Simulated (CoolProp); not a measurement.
Properties of CHF3 (R23) at several states.

Model: reference Helmholtz-energy equation of state, Penoncello 2003, in CoolProp.

| T (°C) | p (MPa) | phase | density (kg/m³) | expansivity (1/kK) |
|---|---|---|---|---|
| -9.45 | 0.0193 | gas | 0.6177 | 3.822 |
| -89.35 | 0.0363 | gas | 1.693 | 5.905 |
| -101.95 | 0.0297 | liquid | 1519 | … |
| -23.15 | 0.43 | gas | 15.47 | … |
| 16.05 | 0.849 | gas | … | 4.513 |

Question: What belongs in the gaps?

Answer: 
- -101.95, expansivity (1/kK): 2.377
- -23.15, expansivity (1/kK): 5.049
- 16.05, density (kg/m³): 26.74
